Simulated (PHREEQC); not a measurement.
Consider water at 25 °C with 2.8 mol NaCl, 0.15 mol KCl and 0.81 mol MgCl2 per kg of water. Closed to the air; pH follows from the charge balance.

The numbers come from PHREEQC with the Pitzer model, pitzer.dat.

| Quantity | Result |
|---|---|
| ionic strength | 5.38 mol/kgw |
| activity of water | 0.824 |
| density | 1.154 g/cm³ |
| osmotic coefficient | 1.288 |

```tsv
species	molality	activity	log γ
Cl-	4.57	2.74	-0.222
Na+	2.80	4.03	0.158
Mg+2	0.810	2.04	0.402
K+	0.150	0.121	-0.093
H+	8.19e-7	3.67e-6	0.651
MgOH+	8.06e-7	7.14e-7	-0.053
OH-	1.27e-8	2.28e-9	-0.747
```

This is a speciation only: nothing precipitates in the calculation.
